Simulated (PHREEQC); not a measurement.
A solution holds 0.029 mol Cu(NO3)2 per kg of water, at 20 °C. Closed to the air; pH follows from the charge balance.

Model: ion-association model, wateq4f.dat, run in PHREEQC.

```json
[
 {"quantity": "pH", "before": "4.56", "after": "5.52"},
 {"quantity": "ionic strength (mol/kgw)", "before": "0.0870", "after": "0.0871"}
]
```

Task: What was changed between the two runs?
(A) Cu(NO3)2 from 0.029 to 0.145 mol/kgw
(B) 0.0039 mol/kgw K3PO4 added
(C) Cu(NO3)2 from 0.029 to 0.058 mol/kgw
(D) Cu(NO3)2 replaced by Fe(NO3)3 at the same molality
(E) 0.001 mol/kgw Na3PO4 added

Result: E, 0.001 mol/kgw Na3PO4 added

No solid was allowed to form. Some of these states are supersaturated (in Cu3(PO4)2:3H2O, Cu2(OH)3NO3, for instance). H3PO4, which wateq4f.dat lacks, is added to it with the constant of phreeqc.dat. The database has no phosphate complexes of Cu.
